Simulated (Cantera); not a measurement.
# Fluorocarbon and chlorocarbon gases: CHF3 + H2

A closed system holds: 1 mol CHF3, 0.4 mol H2, equilibrated at 975 K and 200 Pa.

Cantera equilibrium calculation (NASA polynomials, part measured and part estimated; ideal gas, pure solids and liquids). Candidate condensed phases: C, C6H6, C7H8, C8H18; 95 gas species. Gases not in the tables: C2F6 and larger saturated fluorocarbons. The numbers say what is thermodynamically allowed, not how fast it happens.

```
Property           Result
--------------  ---------
x(HF)               0.857
x(CF4)              0.143
n(C(graphite))  0.700 mol
gas amount      2.100 mol
```
